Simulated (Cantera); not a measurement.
Feed: 1 mol S, 0.45 mol O2, 0.089 mol H2, held at 3300 °C and 1.00 bar.

These are equilibrium values from Cantera (NASA tables, ideal gas, pure condensed phases), not measurements of a reactor. Candidate condensed phases: H2O, H2SO4, S; 19 gas species. Kinetics and transport are ignored.

Base state: SO 0.382, S 0.228, SO2 0.115, O 0.0775, H 0.0768, S2 0.0486, OH 0.0213, O2 0.0172 (mole fractions); condensed: gas only.

Q: What changes in the equilibrium state with this change: temperature from 3300 °C to 1527 °C?

A: 
```csv
species,before,after
SO2,0.115,0.501
S2,0.0486,0.346
H2O,0.00709,0.0914
SO,0.382,0.0236
O,0.0775,5.12e-8
O2,0.0172,1.77e-7
H,0.0768,3.87e-5
OH,0.0213,2.00e-5
S,0.228,0.000437
S2O,0.00138,0.0151
SH,0.0121,0.00278
H2,0.0122,0.0117
H2S,0.000146,0.00744
```
